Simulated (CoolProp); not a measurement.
Saturation properties of isobutane (Tc = 407.8 K, pc = 36.29 bar, ω = 0.184).

The numbers come from the reference Helmholtz-energy equation of state, Bücker 2006 in CoolProp.

```csv
T (K),p (bar),liquid density (kg/m³),vapour density (kg/m³),surface tension (mN/m),vapour viscosity (µPa s)
213.5,0.09474,644.2,0.3125,19.8,5.42
233.9,0.2982,623.3,0.9066,17.4,5.92
254.3,0.7606,601.6,2.164,15.0,6.41
274.7,1.658,578.8,4.481,12.7,6.90
295.1,3.205,554.5,8.370,10.3,7.42
315.4,5.633,528.1,14.48,8.11,7.98
335.8,9.236,498.7,23.88,5.95,8.65
356.2,14.30,464.4,38.31,3.92,9.55
376.6,21.17,421.4,61.56,2.07,11.0
397,30.29,356.0,106.7,0.530,13.9
```

It boils at 261.4 K under 1 atm.

Viscosity comes from a separate model (Vogel 2000). Surface tension comes from a separate correlation (Mulero 2012).
